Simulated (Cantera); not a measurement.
Charge: 1 mol SiCl₄, 11 mol N₂O, 14 mol N₂, at 10.0 mbar.

These are equilibrium values from Cantera (NASA tables, ideal gas, pure condensed phases), not measurements of a reactor. Candidate condensed phases: Si, SiO₂, Si₂N₂O, Si₃N₄; 23 gas species. The tables hold silica as quartz up to 1696 K and as liquid above; real silica turns to tridymite and cristobalite and melts near 1996 K. Rates play no part. All values below are at 1498 K.

Base state: N₂ 0.761, O₂ 0.137, Cl 0.0816, Cl₂ 0.0201, NO 0.000960, ClO 7.43e-5, O 1.46e-5 (mole fractions); condensed: SiO₂(β-quartz).

Question: What changes in the equilibrium state with this change: SiCl₄ replaced by SiH₂Cl₂?

Answer: 
```csv
species,before,after
N₂,0.761,0.791
O₂,0.137,0.139
HCl,0,0.0502
Cl,0.0816,0.0122
Cl₂,0.0201,0.000450
H₂O,0,0.00654
OH,0,5.60e-5
ClO,7.43e-5,1.12e-5
NO,0.000960,0.000986
"SiO₂(β-quartz), mol",1.00,1.00
```
Further candidate phases: H₂O, NH₄Cl.
